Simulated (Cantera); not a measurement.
A Cantera script and what it prints.

```python
import numpy as np
import cantera as ct

gas_names = """
    Br Br2 H HBr HO2 H2 H2O H2O2 O OH O2 O3
""".split()
cond_names = """
    Br2(cr) Br2(L) H2O(s) H2O(L)
""".split()


# ... load() reads the species with a 1 bar reference pressure and builds the phases ...
atoms = {
    'HBr': {'H': 1, 'Br': 1},
    'O2': {'O': 2},
    'H2': {'H': 2},
}
top_T = {}  # K; cautious upper limits of use, not melting points


# ... equilibrate(T, P, feed) seeds the gas with the atoms and calls Mixture.equilibrate('TP', solver="vcs", rtol=1e-11, max_steps=5000) ...
results = []
feed = {'HBr': 1, 'O2': 0.6, 'H2': 0.26}  # mol
P = 2500  # Pa
for T in [1850, 1950, 2050, 2150, 2250, 2350, 2450, 2550, 2650, 2750, 2850, 2950]:
    mix = equilibrate(T, P, feed)
    results.append((T, P, feed, dict(zip(mix.species_names, mix.species_moles))))

top = {s: max(r[3][s] / sum(r[3][g] for g in gas_names) for r in results) for s in gas_names}
cols = sorted((s for s in top if top[s] > 1e-05), key=lambda s: -top[s])[:8]
seen = [c for c in cond_names if any(r[3].get(c, 0) > 1e-12 for r in results)]
print("log10 of partial pressures in bar; condensed amounts in mol")
print(f"{'T/K':>10s}" + "".join(f"{s[:9]:>10s}" for s in cols + seen))
for T, P, feed, n in results:
    ng = sum(n[g] for g in gas_names)
    print(f"{T:10.4g}" + "".join(f"{np.log10(max(n[s] / ng * P / 1e5, 1e-99)):10.3f}" for s in cols)
          + "".join(f"{n.get(c, 0):10.4g}" for c in seen))
```

It prints:

```
log10 of partial pressures in bar; condensed amounts in mol
       T/K        Br       H2O         H         O        O2       HBr        OH        H2
      1850    -1.970    -2.060    -5.715    -4.953    -2.477    -2.684    -4.014    -4.893
      1950    -1.964    -2.061    -5.204    -4.588    -2.486    -2.718    -3.780    -4.526
      2050    -1.959    -2.064    -4.742    -4.259    -2.495    -2.752    -3.572    -4.196
      2150    -1.956    -2.071    -4.325    -3.962    -2.506    -2.787    -3.385    -3.900
      2250    -1.956    -2.085    -3.947    -3.692    -2.518    -2.823    -3.219    -3.636
      2350    -1.957    -2.108    -3.606    -3.446    -2.531    -2.863    -3.074    -3.403
      2450    -1.962    -2.144    -3.299    -3.222    -2.548    -2.911    -2.949    -3.204
      2550    -1.972    -2.201    -3.026    -3.018    -2.567    -2.970    -2.846    -3.040
      2650    -1.986    -2.284    -2.787    -2.833    -2.593    -3.045    -2.769    -2.915
      2750    -2.007    -2.403    -2.582    -2.667    -2.630    -3.139    -2.721    -2.835
      2850    -2.033    -2.566    -2.414    -2.524    -2.685    -3.255    -2.709    -2.803
      2950    -2.062    -2.781    -2.281    -2.403    -2.763    -3.392    -2.735    -2.823
```

Cantera equilibrium calculation (NASA polynomials, part measured and part estimated; ideal gas, pure solids and liquids).
